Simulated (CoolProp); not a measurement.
Vapour-liquid equilibrium of propylene (1) + R134a (2) at -2.05 °C; x and y are mole fractions of (1).

Values from CoolProp's multi-fluid Helmholtz-energy mixture model, Lemmon 2013 and Tillner-Roth 1994; pair parameters Bell 2016.

```
x     bubble pressure, mixture model (bar)  bubble pressure, Raoult's law (bar)  y, mixture model  y, Raoult's law
----  ------------------------------------  -----------------------------------  ----------------  ---------------
0.05                                 3.223                                2.855             0.185            0.096
0.15                                 4.032                                3.133             0.394            0.263
0.25                                 4.610                                3.410             0.508            0.403
0.35                                 5.015                                3.688             0.582            0.521
0.45                                 5.298                                3.965             0.636            0.623
0.55                                 5.498                                4.243             0.682            0.712
0.65                                 5.638                                4.520             0.726            0.790
0.75                                 5.723                                4.798             0.776            0.858
0.85                                 5.735                                5.075             0.840            0.920
0.95                                 5.623                                5.353             0.933            0.975
```

The largest gap from Raoult's law is +36.0 % in bubble pressure, at x = 0.35. y crosses x between x = 0.75 and 0.85: the model has an azeotrope there.

Pair parameters are fitted to limited data, so mixtures are less certain than the pure fluids.
